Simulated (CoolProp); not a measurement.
Nitrogen along the isotherm 232 K: fugacity coefficient from the reference equation and from simpler models built on Tc = 126.2 K, pc = 33.96 bar, ω = 0.037; each cubic takes its own stable root.

Model: reference Helmholtz-energy equation of state, Span 2000, in CoolProp.

```
p (bar)          phase  reference
-------  -------------  ---------
18.9               gas     0.9790
37.7     supercritical     0.9598
56.6     supercritical     0.9423
75.5     supercritical     0.9266
94.3     supercritical     0.9130
113      supercritical     0.9014
132      supercritical     0.8916
151      supercritical     0.8839
170      supercritical     0.8781
```

Question: How far does each simpler model (van der Waals, Redlich-Kwong, Soave-Redlich-Kwong, Peng-Robinson) lie from the reference over these 9 states: mean and median of the absolute difference, and the worst?

Answer: 
- van der Waals: mean 4.9 %, median 5.2 %, worst -8.0 % at 232 K and 170 bar
- Redlich-Kwong: mean 1.4 %, median 1.5 %, worst -2.2 % at 232 K and 170 bar
- Soave-Redlich-Kwong: mean 1.5 %, median 1.4 %, worst +2.8 % at 232 K and 170 bar
- Peng-Robinson: mean 2.8 %, median 3.0 %, worst -4.3 % at 232 K and 170 bar
